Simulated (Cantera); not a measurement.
Cantera run:

```python
import numpy as np
import cantera as ct

gas_names = [...]  # 118 gases of nasa_gas.yaml made of C, Cl, F, H
cond_names = """
    C(gr) C6H6(L) C7H8(L) C8H18(L),n-octa
""".split()


# ... load() reads the species with a 1 bar reference pressure and builds the phases ...
atoms = {
    'C2F6': {'C': 2, 'F': 6},
    'H2': {'H': 2},
    'HCl': {'H': 1, 'CL': 1},
}
top_T = {'C(gr)': 4500}  # K; cautious upper limits of use, not melting points


# ... equilibrate(T, P, feed) seeds the gas with the atoms and calls Mixture.equilibrate('TP', solver="vcs", rtol=1e-11, max_steps=5000) ...
results = []
T = 1475  # K
P = 100000  # Pa
for m in [0.63, 0.83, 1.1, 1.4, 1.8, 2.4, 3.1, 4.1, 5.3, 7]:
    feed = {'C2F6': 1, 'H2': m, 'HCl': 1.5}  # mol
    mix = equilibrate(T, P, feed)
    results.append((T, P, feed, dict(zip(mix.species_names, mix.species_moles))))

top = {s: max(r[3][s] / sum(r[3][g] for g in gas_names) for r in results) for s in gas_names}
cols = sorted((s for s in top if top[s] > 1e-05), key=lambda s: -top[s])[:9]
seen = [c for c in cond_names if any(r[3].get(c, 0) > 1e-12 for r in results)]
print("log10 of partial pressures in bar; condensed amounts in mol")
print(f"{'n(H2)':>10s}" + "".join(f"{s[:9]:>10s}" for s in cols + seen))
for T, P, feed, n in results:
    ng = sum(n[g] for g in gas_names)
    print(f"{feed['H2']:10.4g}" + "".join(f"{np.log10(max(n[s] / ng * P / 1e5, 1e-99)):10.3f}" for s in cols)
          + "".join(f"{n.get(c, 0):10.4g}" for c in seen))
```

Result:

```
log10 of partial pressures in bar; condensed amounts in mol
     n(H2)        HF        H2       CF4       HCL       CL2        CL     CCLF3    CCL2F2       CH4     C(gr)
      0.63    -0.325    -7.608    -0.629    -0.709    -1.152    -1.884    -1.894    -3.234   -17.753    0.9739
      0.83    -0.288    -7.501    -0.692    -0.698    -1.236    -1.926    -1.984    -3.349   -17.539     1.056
       1.1    -0.246    -7.373    -0.783    -0.690    -1.348    -1.982    -2.108    -3.507   -17.283      1.17
       1.4    -0.209    -7.244    -0.892    -0.688    -1.474    -2.045    -2.252    -3.687   -17.024     1.299
       1.8    -0.169    -7.080    -1.061    -0.693    -1.648    -2.132    -2.466    -3.945   -16.697     1.476
       2.4    -0.125    -6.806    -1.434    -0.707    -1.951    -2.283    -2.897    -4.435   -16.148     1.746
       3.1    -0.103    -1.881   -11.194    -0.705    -6.870    -4.743   -12.677   -14.234    -6.298         2
       4.1    -0.156    -0.893   -13.383    -0.758    -7.965    -5.290   -14.866   -16.423    -4.323         2
       5.3    -0.213    -0.630   -14.136    -0.815    -8.342    -5.479   -15.619   -17.177    -3.797     1.998
         7    -0.282    -0.459   -14.755    -0.884    -8.651    -5.633   -16.238   -17.796    -3.455     1.996
```

Method: chemical equilibrium by Gibbs-energy minimisation in Cantera with the NASA 1993 tables (ideal gas, pure condensed phases). The feed counts by its element totals alone. Gases not in the tables: C2F6 and larger saturated fluorocarbons.
